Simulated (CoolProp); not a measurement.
Nitrous oxide at 298.15 K and 3.04 MPa is throttled through a valve to 0.308 MPa with no heat exchange. Each further row changes one setting.

Model: reference Helmholtz-energy equation of state, Lemmon 2006, in CoolProp. It is a short technical equation, of lower accuracy than the large ones.

```
case                        temperature change (K)  final density (kg/m³)
--------------------------  ----------------------  ---------------------
as stated                                        ?                      ?
outlet pressure 0.0924 MPa                       ?                      ?
outlet pressure 0.4 MPa                          ?                   8.30
```

Complete the blanks.


- as stated, temperature change (K): -35.9
- as stated, final density (kg/m³): 6.38
- outlet pressure 0.0924 MPa, temperature change (K): -39.1
- outlet pressure 0.0924 MPa, final density (kg/m³): 1.90
- outlet pressure 0.4 MPa, temperature change (K): -34.5
